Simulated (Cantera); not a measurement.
Mixture: 20.6 % H2, 14.7 % O2, 64.7 % N2, at 5.92 atm, adiabatic and at constant pressure. Ignition delay is the time to a rise of 400 K.

Cantera simulation using the H2/O2 subset of GRI-Mech 3.0, which has no nitrogen chemistry; the numbers are that mechanism's predictions, not measurements. The hydrogen kinetics of GRI-Mech 3.0 are dated; newer H2 mechanisms differ, most at raised pressure. Where the delays flatten at high temperature, the 400 K rule measures the pace of heat release, not the induction time.

### Question
Predict: delay at 973 K; delay at 1173 K; delay at 1373 K; delay at 1573 K; delay at 1773 K.

### Answer
delay at 973 K: 26.9 ms
delay at 1173 K: 33.6 µs
delay at 1373 K: 4.49 µs
delay at 1573 K: 2.28 µs
delay at 1773 K: 1.62 µs
